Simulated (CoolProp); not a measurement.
The fluid at 427.1 K and 17.3 MPa (stagnation) flows isentropically through a choked orifice. The same conditions are run with several fluids, on thermodynamics alone (safety and materials aside).

Values from CoolProp's reference Helmholtz-energy equation of state of each fluid (hydrogen chloride: Thol 2018; hydrogen sulfide: Lemmon 2006; R13: Platzer 1990; propane: Lemmon 2009; nitrogen: Span 2000). The equations of Platzer and Polt are older, rougher fits.

```json
[
 {"fluid": "hydrogen chloride", "throat to inlet pressure ratio": "0.513", "mass flux (kg/(m² s))": "47400", "throat temperature (K)": "___"},
 {"fluid": "hydrogen sulfide", "throat to inlet pressure ratio": "0.498", "mass flux (kg/(m² s))": "___", "throat temperature (K)": "___"},
 {"fluid": "R13", "throat to inlet pressure ratio": "___", "mass flux (kg/(m² s))": "74000", "throat temperature (K)": "___"},
 {"fluid": "propane", "throat to inlet pressure ratio": "0.456", "mass flux (kg/(m² s))": "___", "throat temperature (K)": "402.6"},
 {"fluid": "nitrogen", "throat to inlet pressure ratio": "0.506", "mass flux (kg/(m² s))": "___", "throat temperature (K)": "___"}
]
```

### Question
What belongs in the gaps?

### Answer

- hydrogen chloride, throat temperature (K): 356.7
- hydrogen sulfide, mass flux (kg/(m² s)): 57800
- hydrogen sulfide, throat temperature (K): 370.9
- R13, throat to inlet pressure ratio: 0.552
- R13, throat temperature (K): 393.8
- propane, mass flux (kg/(m² s)): 66300
- nitrogen, mass flux (kg/(m² s)): 33400
- nitrogen, throat temperature (K): 350.3
